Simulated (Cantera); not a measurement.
A Cantera script and its output.

```python
import numpy as np
import cantera as ct

gas = ct.Solution("gri30.yaml")
gas.TPX = 900, 320, {'H2': 0.48, 'O2': 1}
inlet = ct.Reservoir(gas, clone=True)

reactor = ct.IdealGasConstPressureReactor(gas, energy="off", clone=False)
exhaust = ct.Reservoir(gas, clone=True)
tau = [9, 3.5, 1.4, 0.53, 0.21, 0.08, 0.031, 0.012, 0.0047][0]
for a, b in ((inlet, reactor), (reactor, exhaust)):
    ct.MassFlowController(a, b, mdot=lambda t: reactor.mass / tau)
net = ct.ReactorNet([reactor])
show = ['H2', 'O2', 'O', 'H', 'OH', 'HO2', 'H2O']

rows = []
print(f"{'tau/s':>10s}{'T/K':>9s}" + "".join(f"{s:>11s}" for s in show))
for tau in [9, 3.5, 1.4, 0.53, 0.21, 0.08, 0.031, 0.012, 0.0047]:
    net.initial_time = 0.0
    net.advance(30 * tau)
    before = gas.X
    net.advance(40 * tau)
    drift = np.max(np.abs(gas.X - before) / (gas.X + 1e-9))
    rows.append([gas.T, *gas[show].X, drift])
    print(f"{tau:10.3e}{gas.T:9.1f}" + "".join(f"{x:11.3e}" for x in gas[show].X))
```

It prints:

```
     tau/s      T/K         H2         O2          O          H         OH        HO2        H2O
 9.000e+00    900.0  2.113e-03  6.120e-01  1.124e-03  6.904e-04  5.740e-04  5.304e-06  3.835e-01
 3.500e+00    900.0  3.692e-03  6.113e-01  2.009e-03  1.763e-03  8.222e-04  6.016e-06  3.804e-01
 1.400e+00    900.0  6.281e-03  6.099e-01  3.472e-03  4.345e-03  1.172e-03  6.521e-06  3.748e-01
 5.300e-01    900.0  1.095e-02  6.071e-01  6.086e-03  1.109e-02  1.700e-03  6.794e-06  3.631e-01
 2.100e-01    900.0  1.847e-02  6.019e-01  1.010e-02  2.591e-02  2.367e-03  6.720e-06  3.412e-01
 8.000e-02    900.0  3.139e-02  5.931e-01  1.595e-02  5.602e-02  3.163e-03  6.205e-06  3.004e-01
 3.100e-02    900.0  5.253e-02  5.847e-01  2.116e-02  9.408e-02  3.842e-03  5.359e-06  2.437e-01
 1.200e-02    900.0  9.167e-02  5.881e-01  2.164e-02  1.117e-01  4.166e-03  4.483e-06  1.827e-01
 4.700e-03    900.0  1.669e-01  6.126e-01  1.614e-02  8.645e-02  3.648e-03  3.541e-06  1.143e-01
```

Model: GRI-Mech 3.0 (53 species, 325 reactions), integrated in Cantera. Radical loss at walls, strong at low pressure, is not modelled. Below about 950 K walls govern HO2 and H2O2 in real vessels. The temperature is held fixed by assumption; the heat of reaction is taken as removed at once.
